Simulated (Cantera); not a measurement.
A closed system holds: 1 mol CCl4, 7.6 mol H2, held at 0.0133 bar.

These are equilibrium values from Cantera (NASA tables, ideal gas, pure condensed phases), not measurements of a reactor. Candidate condensed phases: C, C6H6, C7H8, C8H18; 103 gas species. Ions and electrons are included (thermal ionisation). The numbers say what is thermodynamically allowed, not how fast it happens.

Problem. Which condensed phases are stable at each of these points (T (K)): 2500, 3000, 3500, 4000, 4500, 5000?

Solution. 
```json
[
 {"T (K)": "2500", "condensed phases": "C(graphite)", "C condensed (%)": "88.4"},
 {"T (K)": "3000", "condensed phases": "gas only", "C condensed (%)": "0.0"},
 {"T (K)": "3500", "condensed phases": "gas only", "C condensed (%)": "0.0"},
 {"T (K)": "4000", "condensed phases": "gas only", "C condensed (%)": "0.0"},
 {"T (K)": "4500", "condensed phases": "gas only", "C condensed (%)": "0.0"},
 {"T (K)": "5000", "condensed phases": "gas only", "C condensed (%)": "0.0"}
]
```

At 2500 K the condensed part is C(graphite). From 3000 K to 5000 K nothing is condensed.
